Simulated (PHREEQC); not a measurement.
Consider water at 50 °C with 0.12 mol HCl and 0.0034 mol FeCl3 per kg of water. Closed to the air; pH follows from the charge balance.

The numbers come from PHREEQC with the ion-association model, phreeqc.dat.

Precipitation was switched off in this run.

Task: What pH does the model give?

Result: pH 1.01.

Task: In which forms is Fe present?

Result: FeCl+2 66 %, Fe+3 25 %, FeCl2+ 5.8 %, FeOH+2 2.9 % of the Fe.

The solution is supersaturated, for example in Hematite (slow to form), Goethite (slow to form), so a real one may precipitate; this is no full list. Constants without temperature data keep their 25 °C values here.
